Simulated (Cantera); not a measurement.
Input (Python, Cantera) and output of one run.

```python
import numpy as np
import cantera as ct

gas_names = """
    AL ALC ALN ALO ALO2 AL2 AL2O AL2O2 C CN CO CO2 C2 CCN CNC C2N2 C2O C3 C3O2 C4 C4N2 C5 N NCO NO NO2
    NO3 N2 N2O O O2 O3
""".split()
cond_names = """
    AL(cr) AL(L) ALN(s) AL2O3(a) AL2O3(L) C(gr)
""".split()


# ... load() reads the species with a 1 bar reference pressure and builds the phases ...
atoms = {
    'Al': {'AL': 1},
    'CO2': {'C': 1, 'O': 2},
    'N2': {'N': 2},
}
top_T = {'ALN(s)': 2750, 'C(gr)': 4500}  # K; cautious upper limits of use, not melting points


# ... equilibrate(T, P, feed) seeds the gas with the atoms and calls Mixture.equilibrate('TP', solver="vcs", rtol=1e-11, max_steps=5000) ...
results = []
feed = {'Al': 1, 'CO2': 0.021, 'N2': 2.6}  # mol
P = 28  # Pa
for T in [725, 825, 925, 1025, 1125, 1225, 1325, 1425, 1525, 1625, 1725, 1825, 1925]:
    mix = equilibrate(T, P, feed)
    results.append((T, P, feed, dict(zip(mix.species_names, mix.species_moles))))

top = {s: max(r[3][s] / sum(r[3][g] for g in gas_names) for r in results) for s in gas_names}
cols = sorted((s for s in top if top[s] > 0.001), key=lambda s: -top[s])[:8]
seen = [c for c in cond_names if any(r[3].get(c, 0) > 1e-12 for r in results)]
print("log10 of partial pressures in bar; condensed amounts in mol")
print(f"{'T/K':>10s}" + "".join(f"{s[:9]:>10s}" for s in cols + seen))
for T, P, feed, n in results:
    ng = sum(n[g] for g in gas_names)
    print(f"{T:10.4g}" + "".join(f"{np.log10(max(n[s] / ng * P / 1e5, 1e-99)):10.3f}" for s in cols)
          + "".join(f"{n.get(c, 0):10.4g}" for c in seen))
```

Result:

```
log10 of partial pressures in bar; condensed amounts in mol
       T/K        N2        AL        CO      AL2O    ALN(s)  AL2O3(a)     C(gr)
       725    -3.553   -32.355   -11.687   -40.497     0.972     0.014     0.021
       825    -3.553   -26.718    -9.638   -33.237     0.972     0.014     0.021
       925    -3.553   -22.308    -8.036   -27.562     0.972   0.01398   0.02093
      1025    -3.553   -18.764    -6.752   -23.007    0.9729   0.01355   0.01966
      1125    -3.556   -15.854    -5.701   -19.270    0.9821  0.008965  0.005896
      1225    -3.557   -13.424    -5.559   -16.154     0.986     0.007         0
      1325    -3.557   -11.365    -5.559   -13.517     0.986     0.007         0
      1425    -3.557    -9.598    -5.559   -11.258     0.986     0.007         0
      1525    -3.557    -8.067    -5.559    -9.301    0.9859  0.006999         0
      1625    -3.557    -6.726    -5.559    -7.590    0.9843  0.006935         0
      1725    -3.563    -5.540    -5.568    -6.080     0.955  0.004847         0
      1825    -3.618    -4.461    -5.655    -5.655    0.6303         0         0
      1925    -3.694    -4.128    -5.787    -5.787         0         0         0
```

These are equilibrium values from Cantera (NASA tables, ideal gas, pure condensed phases), not measurements of a reactor. Mutual solubility and eutectic melting of coexisting phases are not modelled. Condensed phases not in the tables: aluminium oxynitride.
